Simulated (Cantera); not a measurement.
Charge: 1 mol HF, 0.11 mol SO2, 0.12 mol H2, equilibrated at 1775 °C and 0.530 bar.

Equilibrium computed with Cantera from the NASA thermochemical tables; the gas is ideal and each condensed phase is pure. Candidate condensed phases: H2O, H2SO4, S; 43 gas species. The numbers say what is thermodynamically allowed, not how fast it happens.

Base state: HF 0.825, H2O 0.0706, SO2 0.0501, H2 0.0262, S2 0.0132, SO 0.0103, SH 0.00148, H2S 0.00114 (mole fractions); condensed: gas only.

Q: What changes in the equilibrium state with this change: temperature from 1775 °C to 2952 °C?

A: 
```csv
species,before,after
HF,0.825,0.726
H,0.000499,0.0709
SO,0.0103,0.0414
H2O,0.0706,0.0211
O,2.01e-6,0.0283
F,7.81e-6,0.0158
OH,0.000146,0.0197
S,0.000683,0.0182
S2,0.0132,0.000805
SO2,0.0501,0.0184
H2,0.0262,0.0295
O2,2.32e-6,0.00790
SF,3.11e-6,8.25e-5
H2S,0.00114,4.57e-5
S2O,0.000340,2.24e-5
SH,0.00148,0.00186
```

Q: What changes in the equilibrium state with this change: temperature from 1775 °C to 602 °C?

A: 
```
species    before     after
-------  --------  --------
HF          0.825     0.835
H2O        0.0706    0.0899
SO2        0.0501    0.0467
H2         0.0262  0.000169
SO         0.0103   7.45e-7
H2S       0.00114    0.0102
S2         0.0132    0.0170
S        0.000683     <1e-9
H        0.000499     <1e-9
OH       0.000146     <1e-9
SH        0.00148   3.85e-7
H2F2      2.73e-6   2.41e-5
```
Gases not in the tables: S3 to S7.

Q: What changes in the equilibrium state with this change: H2 from 0.12 to 0.29 mol?

A: 
| species | before | after |
|---|---|---|
| HF | 0.825 | 0.736 |
| H2O | 0.0706 | 0.119 |
| H2 | 0.0262 | 0.0866 |
| SO2 | 0.0501 | 0.0175 |
| S2 | 0.0132 | 0.0232 |
| SO | 0.0103 | 0.00699 |
| H2S | 0.00114 | 0.00499 |
| SH | 0.00148 | 0.00356 |
| H | 0.000499 | 0.000906 |
